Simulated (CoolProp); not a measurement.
R152A at 232.86 K and 0.00584 MPa is compressed adiabatically to 0.035 MPa with isentropic efficiency 0.85. Each further row changes one setting.

Model: reference Helmholtz-energy equation of state, Outcalt 1996, in CoolProp. It is a modified Benedict-Webb-Rubin equation, recast in Helmholtz form.

| case | work (kJ/kg) | final temperature (K) | final density (kg/m³) |
|---|---|---|---|
| as stated | 69.7 | 306.4 | … |
| efficiency 1 | … | … | 0.945 |
| efficiency 0.65 | … | … | … |

Task: Complete the blanks.

Result: 
- as stated, final density (kg/m³): 0.914
- efficiency 1, work (kJ/kg): 59.2
- efficiency 1, final temperature (K): 296.3
- efficiency 0.65, work (kJ/kg): 91.1
- efficiency 0.65, final temperature (K): 326.4
- efficiency 0.65, final density (kg/m³): 0.856
